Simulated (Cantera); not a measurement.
Input: 1 mol Al2O3, 1.1 mol H2O, at 6900 Torr.

Cantera equilibrium calculation (NASA polynomials, part measured and part estimated; ideal gas, pure solids and liquids). Candidate condensed phases: Al, Al2O3, H2O; 19 gas species. Gases not in the tables: Al(OH)3. Equilibrium is a limit: real reactors are often held back by kinetics, nucleation or transport.

x: gas mole fraction; n: condensed amount in mol.

```json
[
 {"T (K)": "1798", "x H2O": "0.998", "x H2": "0.000891", "x OH": "0.000255", "x O2": "0.000382", "x H": "[?]", "n Al2O3(s)": "1.00"},
 {"T (K)": "1873", "x H2O": "0.998", "x H2": "0.00140", "x OH": "0.000440", "x O2": "0.000591", "x H": "[?]", "n Al2O3(s)": "1.00"},
 {"T (K)": "1948", "x H2O": "0.996", "x H2": "0.00213", "x OH": "0.000728", "x O2": "0.000884", "x H": "[?]", "n Al2O3(s)": "1.00"},
 {"T (K)": "2023", "x H2O": "0.994", "x H2": "0.00314", "x OH": "0.00116", "x O2": "0.00128", "x H": "[?]", "n Al2O3(s)": "1.00"},
 {"T (K)": "2098", "x H2O": "0.992", "x H2": "0.00449", "x OH": "0.00178", "x O2": "0.00181", "x H": "[?]", "n Al2O3(s)": "1.00"},
 {"T (K)": "2173", "x H2O": "0.988", "x H2": "0.00628", "x OH": "0.00266", "x O2": "0.00249", "x H": "[?]", "n Al2O3(s)": "1.000"},
 {"T (K)": "2248", "x H2O": "0.984", "x H2": "0.00858", "x OH": "0.00385", "x O2": "0.00335", "x H": "[?]", "n Al2O3(s)": "1.000"},
 {"T (K)": "2323", "x H2O": "0.978", "x H2": "0.0115", "x OH": "0.00545", "x O2": "0.00441", "x H": "[?]", "n Al2O3(s)": "1.000"}
]
```

Problem. What belongs in the gaps?

Solution. 
- 1798, x H: 3.46e-6
- 1873, x H: 7.96e-6
- 1948, x H: 1.72e-5
- 2023, x H: 3.51e-5
- 2098, x H: 6.80e-5
- 2173, x H: 0.000126
- 2248, x H: 0.000224
- 2323, x H: 0.000385
